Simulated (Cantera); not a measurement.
Charge: 1 mol borazine, 0.21 mol NH3, 0.53 mol N2, equilibrated at 2002 °C and 0.00300 bar.

Equilibrium computed with Cantera from the NASA thermochemical tables; the gas is ideal and each condensed phase is pure. Candidate condensed phases: B, BN; 15 gas species. The feed counts by its element totals alone. The tables' values for BH2 are old estimates; treat these amounts as uncertain. The numbers say what is thermodynamically allowed, not how fast it happens.

Base state: H2 0.516, N2 0.369, H 0.111, B 0.00246, BH2 0.000963, BH 9.12e-5, BN 4.77e-5 (mole fractions); condensed: B(s).

Q: What changes in the equilibrium state with this change: borazine replaced by B2O3?

A: 
```json
[
 {"species": "B2O3", "before": "0", "after": "0.339"},
 {"species": "N2", "before": "0.369", "after": "0.299"},
 {"species": "HBO2", "before": "0", "after": "0.112"},
 {"species": "H2", "before": "0.516", "after": "0.0598"},
 {"species": "BO", "before": "0", "after": "0.109"},
 {"species": "HBO", "before": "0", "after": "0.0151"},
 {"species": "BO2", "before": "0", "after": "0.0133"},
 {"species": "H", "before": "0.111", "after": "0.0379"},
 {"species": "B2O2", "before": "0", "after": "0.00724"},
 {"species": "H2O", "before": "0", "after": "0.00572"},
 {"species": "OH", "before": "0", "after": "0.000565"},
 {"species": "B(s), mol", "before": "2.98", "after": "0"}
]
```
Further candidate phases: B2O3, B3O3H3, H2O.
